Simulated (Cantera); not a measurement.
A perfectly stirred reactor is fed with CO : H₂ : O₂ : N₂ = 1 : 0.34 : 1.14 : 4.27 (molar parts), equivalence ratio 0.59, at 11.8 atm; it is adiabatic with a 525 K inlet, and is followed from long to short residence time, starting on the burning branch (τ in s: 0.047, 0.02, 0.0087, 0.0037, 0.0016, 0.0007, 0.0003, 0.00013, 5.6e-05).

Cantera simulation using GRI-Mech 3.0 (53 species, 325 reactions); the numbers are that mechanism's predictions, not measurements. The hydrogen kinetics of GRI-Mech 3.0 are dated; newer H2 mechanisms differ, most at raised pressure. The pressure lies above the range GRI-Mech 3.0 was tuned for (to about 10 atm).

Task: What does this change do: H2 0.34 to 0.25 parts?

Result: 
```json
[
 {"quantity": "blow-out, bracketed by the residence times tried", "before": "burning at 56.0 µs, the shortest tried", "after": "burning at 56.0 µs, the shortest tried"},
 {"quantity": "x(CO) at τ = 47.0 ms", "before": "0.000650", "after": "0.000493"},
 {"quantity": "x(H₂) at τ = 47.0 ms", "before": "4.04e-5", "after": "2.12e-5"},
 {"quantity": "x(O₂) at τ = 47.0 ms", "before": "0.0768", "after": "0.0851"},
 {"quantity": "x(OH) at τ = 47.0 ms", "before": "0.00105", "after": "0.000717"},
 {"quantity": "x(NO) at τ = 47.0 ms", "before": "0.000907", "after": "0.000404"},
 {"quantity": "x(CO) at τ = 1.60 ms", "before": "0.00339", "after": "0.00357"},
 {"quantity": "x(H₂) at τ = 1.60 ms", "before": "0.000162", "after": "0.000118"},
 {"quantity": "x(O₂) at τ = 1.60 ms", "before": "0.0782", "after": "0.0864"},
 {"quantity": "x(OH) at τ = 1.60 ms", "before": "0.00178", "after": "0.00142"},
 {"quantity": "x(NO) at τ = 1.60 ms", "before": "0.000123", "after": "8.88e-5"}
]
```

Task: What does this change do: pressure from 11.8 atm to 6.81 atm?

Result: 
| quantity | before | after |
|---|---|---|
| blow-out, bracketed by the residence times tried | burning at 56.0 µs, the shortest tried | burning at 56.0 µs, the shortest tried |
| x(CO) at τ = 47.0 ms | 0.000650 | 0.000932 |
| x(H₂) at τ = 47.0 ms | 4.04e-5 | 5.78e-5 |
| x(O₂) at τ = 47.0 ms | 0.0768 | 0.0770 |
| x(OH) at τ = 47.0 ms | 0.00105 | 0.00126 |
| x(NO) at τ = 47.0 ms | 0.000907 | 0.000733 |
| x(CO) at τ = 1.60 ms | 0.00339 | 0.00527 |
| x(H₂) at τ = 1.60 ms | 0.000162 | 0.000277 |
| x(O₂) at τ = 1.60 ms | 0.0782 | 0.0787 |
| x(OH) at τ = 1.60 ms | 0.00178 | 0.00244 |
| x(NO) at τ = 1.60 ms | 0.000123 | 0.000126 |
